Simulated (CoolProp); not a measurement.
The fluid at 294.48 K and 10.6 MPa flows at 21 m/s in a round tube of 12.7 mm bore and 15 µm roughness, fully developed (64/Re and Nu = 3.66 if laminar; Colebrook and Gnielinski if turbulent). The same conditions are run with several fluids, on thermodynamics alone (safety and materials aside).

Values from CoolProp's reference Helmholtz-energy equation of state of each fluid (R134a: Tillner-Roth 1994; CH2F2 (R32): Tillner-Roth 1997; o-xylene: Zhou 2012; ethane: Bücker 2006; C3F8 (R218): Lemmon 2006).

Rank R134a, CH2F2 (R32), o-xylene, ethane, C3F8 (R218) by Reynolds number, highest first.

CH2F2 (R32) (2010000), ethane (1840000), C3F8 (R218) (1590000), R134a (1420000), o-xylene (271000)

```tsv
fluid	Darcy friction factor	pressure drop (Pa/m)	heat-transfer coefficient (W/(m² K))	mass flow (kg/h)
R134a	0.0206	454000	49400	12100
CH2F2 (R32)	0.0206	365000	77000	9770
o-xylene	0.0214	329000	23800	8490
ethane	0.0206	142000	49800	3790
C3F8 (R218)	0.0206	519000	37900	13900
```

Transport values come from each fluid's own correlations; those of R134a, CH2F2 (R32), C3F8 (R218) are estimates that may be off by 10 % or more.
